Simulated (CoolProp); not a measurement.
Vapour-liquid equilibrium of CHF3 (R23) (1) + R227EA (2) at -10.55 °C; x and y are mole fractions of (1).

The numbers come from the multi-fluid Helmholtz-energy mixture model, Penoncello 2003 and Lemmon 2016; pair parameters Bell 2016 in CoolProp.

```json
[
 {"x": "0.05", "bubble pressure, mixture model (bar)": "2.052", "bubble pressure, Raoult's law (bar)": "2.156", "y, mixture model": "[?]", "y, Raoult's law": "0.430"},
 {"x": "0.125", "bubble pressure, mixture model (bar)": "3.271", "bubble pressure, Raoult's law (bar)": "3.451", "y, mixture model": "0.626", "y, Raoult's law": "0.672"},
 {"x": "0.2", "bubble pressure, mixture model (bar)": "4.546", "bubble pressure, Raoult's law (bar)": "4.745", "y, mixture model": "0.743", "y, Raoult's law": "0.782"},
 {"x": "0.275", "bubble pressure, mixture model (bar)": "5.840", "bubble pressure, Raoult's law (bar)": "6.040", "y, mixture model": "0.809", "y, Raoult's law": "0.845"},
 {"x": "0.35", "bubble pressure, mixture model (bar)": "7.127", "bubble pressure, Raoult's law (bar)": "7.334", "y, mixture model": "0.852", "y, Raoult's law": "0.885"},
 {"x": "0.425", "bubble pressure, mixture model (bar)": "8.391", "bubble pressure, Raoult's law (bar)": "8.629", "y, mixture model": "0.882", "y, Raoult's law": "0.914"},
 {"x": "0.5", "bubble pressure, mixture model (bar)": "9.629", "bubble pressure, Raoult's law (bar)": "9.924", "y, mixture model": "0.905", "y, Raoult's law": "0.935"},
 {"x": "0.575", "bubble pressure, mixture model (bar)": "10.85", "bubble pressure, Raoult's law (bar)": "11.22", "y, mixture model": "0.923", "y, Raoult's law": "0.951"},
 {"x": "0.65", "bubble pressure, mixture model (bar)": "12.07", "bubble pressure, Raoult's law (bar)": "12.51", "y, mixture model": "[?]", "y, Raoult's law": "0.964"},
 {"x": "0.725", "bubble pressure, mixture model (bar)": "13.31", "bubble pressure, Raoult's law (bar)": "13.81", "y, mixture model": "0.951", "y, Raoult's law": "0.974"},
 {"x": "0.8", "bubble pressure, mixture model (bar)": "[?]", "bubble pressure, Raoult's law (bar)": "15.10", "y, mixture model": "0.964", "y, Raoult's law": "0.983"},
 {"x": "0.875", "bubble pressure, mixture model (bar)": "15.97", "bubble pressure, Raoult's law (bar)": "16.40", "y, mixture model": "0.977", "y, Raoult's law": "0.990"},
 {"x": "0.95", "bubble pressure, mixture model (bar)": "17.47", "bubble pressure, Raoult's law (bar)": "17.69", "y, mixture model": "[?]", "y, Raoult's law": "0.996"}
]
```

Problem. Some entries are withheld; supply them.

Solution. 
- 0.05, y, mixture model: 0.381
- 0.65, y, mixture model: 0.938
- 0.8, bubble pressure, mixture model (bar): 14.59
- 0.95, y, mixture model: 0.991

The largest gap from Raoult's law is -5.2 % in bubble pressure, at x = 0.125. No azeotrope shows between x = 0.05 and 0.95.

Pair parameters are fitted to limited data, so mixtures are less certain than the pure fluids.
